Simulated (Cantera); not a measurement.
Input: 1 mol FeS₂, 27 mol H₂, 1.2 mol N₂, equilibrated at 1850 °C and 0.323 Torr.

Cantera equilibrium calculation (NASA polynomials, part measured and part estimated; ideal gas, pure solids and liquids). Candidate condensed phases: Fe, FeS, FeS₂, S; 16 gas species. Kinetics and transport are ignored.

Base state: H₂ 0.735, H 0.148, N₂ 0.0362, S 0.0323, Fe 0.0301, S₂ 0.00973, SH 0.00782, H₂S 0.000647 (mole fractions); condensed: gas only.

What changes in the equilibrium state with this change: H₂ from 27 to 1.6 mol?


```json
[
 {"species": "H₂", "before": "0.735", "after": "0.248"},
 {"species": "N₂", "before": "0.0362", "after": "0.225"},
 {"species": "Fe", "before": "0.0301", "after": "0.188"},
 {"species": "S₂", "before": "0.00973", "after": "0.122"},
 {"species": "S", "before": "0.0323", "after": "0.114"},
 {"species": "SH", "before": "0.00782", "after": "0.0161"},
 {"species": "H", "before": "0.148", "after": "0.0862"},
 {"species": "SN", "before": "1.13e-6", "after": "1.00e-5"},
 {"species": "H₂S", "before": "0.000647", "after": "0.000773"}
]
```

What changes in the equilibrium state with this change: temperature from 1850 °C to 1252 °C?


| species | before | after |
|---|---|---|
| H₂ | 0.735 | 0.916 |
| N₂ | 0.0362 | 0.0412 |
| S₂ | 0.00973 | 0.0276 |
| H | 0.148 | 0.00109 |
| S | 0.0323 | 0.000434 |
| Fe | 0.0301 | 0.000588 |
| H₂S | 0.000647 | 0.0102 |
| SH | 0.00782 | 0.00284 |
| Fe(γ), mol | 0 | 0.983 |
